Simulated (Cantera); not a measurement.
# Transport properties of process gases

Gas mixture: 40.8 % CO₂, 27.9 % CH₃OH, 31.3 % H₂, at 101000 Pa, frozen composition.

Cantera's kinetic-theory transport with the Lennard-Jones parameters of GRI-Mech 3.0, ideal gas; thermal conductivity in the multicomponent form. Polar gases are described roughly by these parameters. The composition is frozen, though it would react at the higher temperatures.

```csv
T (K),ρ (kg/m³),cp (J/kg/K),μ (µPa s),λ (mW/m/K),Pr,D (cm²/s) NO,D (cm²/s) H₂,D (cm²/s) CH₃
400,0.839,1465,17.3,57.2,0.442,0.347,1.08,0.380
600,0.559,1717,24.8,86.8,0.490,0.712,2.17,0.791
800,0.419,1908,31.4,116,0.515,1.17,3.52,1.31
1000,0.336,2056,37.3,145,0.529,1.71,5.12,1.92
1200,0.280,2171,42.7,173,0.535,2.33,6.94,2.62
1400,0.240,2262,47.6,200,0.538,3.02,8.97,3.40
```
D: mixture-averaged diffusion coefficient of that species in the mixture.
